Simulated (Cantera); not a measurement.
Feed: 1 mol CH3F, 0.39 mol CH4, 12 mol H2, at 3248 K and 13.3 mbar.

Method: chemical equilibrium by Gibbs-energy minimisation in Cantera with the NASA 1993 tables (ideal gas, pure condensed phases). Candidate condensed phases: C, C6H6, C7H8, C8H18; 95 gas species. Kinetics and transport are ignored.

Base state: H 0.843, H2 0.0929, HF 0.0343, C 0.0109, C3 0.00905, C2 0.00298, F 0.00292, C2H 0.00254 (mole fractions); condensed: gas only.

Q: What changes in the equilibrium state with this change: CH3F replaced by c-C4F8?

A: 
```json
[
 {"species": "H", "before": "0.843", "after": "0.589"},
 {"species": "HF", "before": "0.0343", "after": "0.262"},
 {"species": "H2", "before": "0.0929", "after": "0.0453"},
 {"species": "F", "before": "0.00292", "after": "0.0319"},
 {"species": "C3", "before": "0.00905", "after": "0.0374"},
 {"species": "C", "before": "0.0109", "after": "0.0174"},
 {"species": "CF2", "before": "7.17e-8", "after": "1.38e-5"},
 {"species": "CF", "before": "0.000175", "after": "0.00308"}
]
```
The feed counts by its element totals alone.
